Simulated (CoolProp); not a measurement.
Vapour-liquid equilibrium of dimethyl ether (1) + methanol (2) at 0.05 °C; x and y are mole fractions of (1).

Computed with CoolProp (multi-fluid Helmholtz-energy mixture model, Wu 2011 and de Reuck 1993; pair parameters Bell 2016).

| x | bubble pressure (kPa) | y at the bubble point | dew pressure at overall composition x (kPa) | liquid density (mol/L) |
|---|---|---|---|---|
| 0.05 | 34.40 | 0.886 | 4.284 | 24.61 |
| 0.125 | 73.36 | 0.949 | 4.649 | 23.67 |
| 0.2 | 105.0 | 0.965 | 5.082 | 22.77 |
| 0.275 | 130.2 | 0.973 | 5.602 | 21.91 |
| 0.35 | 150.2 | 0.978 | 6.242 | 21.09 |
| 0.425 | 166.2 | 0.980 | 7.049 | 20.31 |
| 0.5 | 179.4 | 0.983 | 8.095 | 19.55 |
| 0.575 | 190.9 | 0.984 | 9.509 | 18.83 |
| 0.65 | 201.6 | 0.986 | 11.52 | 18.13 |
| 0.725 | 212.6 | 0.988 | 14.62 | 17.46 |
| 0.8 | 224.5 | 0.990 | 19.99 | 16.82 |
| 0.875 | 238.2 | 0.993 | 31.60 | 16.19 |
| 0.95 | 254.5 | 0.997 | 75.29 | 15.59 |

No azeotrope shows between x = 0.05 and 0.95.

The pair parameters rest on a limited set of measurements; away from them the model extrapolates. With so large a gap from Raoult's law the liquid may split in two, which this calculation doesn't test in full.
